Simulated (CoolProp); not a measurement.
A single-stage vapour-compression cycle with R236EA: evaporating at 264.15 K (dew point), condensing at 325.15 K (bubble point), superheat 8 K, subcooling 5 K, compressor efficiency 0.85, no pressure losses. Each further row changes one setting.

Values from CoolProp's reference Helmholtz-energy equation of state, Rui 2013.

```csv
case,cooling COP,pressure ratio,discharge temperature (K),refrigerating effect (kJ/kg),volumetric capacity (kJ/m³)
as stated,2.77,9.23,326.8,109,393
evaporating temperature 269.15 K,(withheld),7.34,326.8,113,503
condensing temperature 320.15 K,3.14,(withheld),322.8,116,416
subcooling 10 K,2.93,9.23,326.8,(withheld),416
superheat 18 K,2.85,9.23,337.0,(withheld),406
compressor efficiency 0.75,(withheld),9.23,(withheld),109,393
```

Complete the blanks.


- evaporating temperature 269.15 K, cooling COP: 3.17
- condensing temperature 320.15 K, pressure ratio: 7.98
- subcooling 10 K, refrigerating effect (kJ/kg): 115
- superheat 18 K, refrigerating effect (kJ/kg): 117
- compressor efficiency 0.75, cooling COP: 2.44
- compressor efficiency 0.75, discharge temperature (K): 332.2
